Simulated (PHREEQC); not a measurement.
Make-up at 82 °C: 0.018 mol MgCl2, 3.5e-05 mol Na2SO4 and 0.00032 mol H4SiO4 per kg of water. Closed to the air; pH follows from the charge balance.

The numbers come from PHREEQC with the ion-association model, phreeqc.dat.

Question: The ionic strength comes out as 0.0540 mol/kgw. What activity coefficients do H+, Na+, SO4-2, Cl-, MgOH+ get?

Answer: H+ 0.84, Na+ 0.80, SO4-2 0.41, Cl- 0.79, MgOH+ 0.82.

This is a speciation only: nothing precipitates in the calculation. Constants without temperature data keep their 25 °C values here.
